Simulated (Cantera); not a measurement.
An isothermal, constant-pressure homogeneous reactor starts with 7.69 % C2H6, 92.3 % N2, at 1625 K and 1.01 bar.

Cantera simulation using GRI-Mech 3.0 (53 species, 325 reactions); the numbers are that mechanism's predictions, not measurements. GRI-Mech 3.0 stops at C3 and has no aromatics, soot or wall deposition, so with more carbon than oxygen in the feed, carbon stays in small species such as C2H2 where larger ones or solid carbon would form.

x: mole fraction; the columns are a selection and need not sum to one.

```csv
t (s),x C2H6,x HCN,x CH3,x CH2,x C2H,x CH4,x C2H2
2.00e-6,0.0761,1.06e-11,…,2.66e-7,<1e-12,6.74e-5,4.90e-9
1.50e-5,0.0639,1.11e-7,…,5.88e-6,6.80e-9,0.00243,0.000126
0.000112,0.0102,4.64e-7,…,2.96e-6,1.43e-7,0.0195,0.0127
0.000843,5.62e-5,5.25e-7,…,4.22e-8,5.01e-8,0.0234,0.0414
0.00632,1.28e-5,5.19e-7,…,1.42e-8,3.86e-8,0.0226,0.0551
0.0474,9.08e-6,5.29e-7,…,1.22e-8,4.08e-8,0.0190,0.0578
0.356,2.00e-6,5.82e-7,…,6.00e-9,4.54e-8,0.00862,0.0623
2.67,3.67e-7,7.39e-7,1.20e-5,2.26e-9,4.87e-8,0.00301,0.0647
20.0,3.51e-7,1.63e-6,1.16e-5,2.19e-9,4.88e-8,0.00291,0.0647
```

### Question
Complete the blanks.

### Answer

- 2.00e-6, x CH3: 0.00121
- 1.50e-5, x CH3: 0.00416
- 0.000112, x CH3: 0.00182
- 0.000843, x CH3: 0.000146
- 0.00632, x CH3: 8.31e-5
- 0.0474, x CH3: 7.08e-5
- 0.356, x CH3: 3.32e-5
